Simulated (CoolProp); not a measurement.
Values from CoolProp's reference Helmholtz-energy equation of state, de Reuck 1993.

Task: Give the vapour pressure (kPa), vapour density (kg/m³), liquid cp (kJ/(kg K)), liquid conductivity (mW/(m K)) of saturated methanol at 117.75, 164.45 °C.

Result: 
| T (°C) | p (kPa) | vapour density (kg/m³) | liquid cp (kJ/(kg K)) | liquid conductivity (mW/(m K)) |
|---|---|---|---|---|
| 117.75 | 601 | 6.79 | 3.37 | 182 |
| 164.45 | 1950 | 22.9 | 4.11 | 174 |

Thermal conductivity comes from a separate model (Sykioti 2013).
